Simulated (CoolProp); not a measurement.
A simple Rankine cycle with R1233zd(E): condensing at 321.15 K, boiler at 3.05 MPa, turbine inlet 444.4 K, turbine efficiency 0.85, pump efficiency 0.7, no recuperator. Each further row changes one setting.

Values from CoolProp's reference Helmholtz-energy equation of state, Akasaka 2022.

```tsv
case	thermal efficiency (%)	net work (kJ/kg)	heat in (kJ/kg)	turbine exit temperature (K)	volume ratio over the turbine
as stated	15.3	38.2	251	359.1	13.7
condensing temperature 313.15 K	16.4	42.6	260	353.1	17.4
boiler pressure 2.13 MPa	13.8	37.1	269	380.3	8.23
turbine efficiency 0.75	13.3	33.4	251	364.5	13.9
```
